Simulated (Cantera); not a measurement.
A perfectly stirred reactor is fed with CH₄ : N₂ = 1 : 120 (molar parts), at 20.0 Torr; it is held at 1975 K, and followed from long to short residence time.

Detailed kinetics in Cantera: GRI-Mech 3.0 (53 species, 325 reactions). GRI-Mech 3.0 stops at C3 and has no aromatics, soot or wall deposition, so with more carbon than oxygen in the feed, carbon stays in small species such as C2H2 where larger ones or solid carbon would form. Radical loss at walls, strong at low pressure, is not modelled.

One state of this run: x CH₄ = 0.00210; x C₂H₆ = 9.41e-8; x C₂H₄ = 7.34e-5; x C₂H = 6.05e-7; x H = 0.000111. x: mole fraction; the columns are a selection and need not sum to one.

**Question.** Which value of τ (s) does it belong to?
A. 0.0033
B. 27
C. 0.015
D. 0.067

**Answer.** D, 0.067
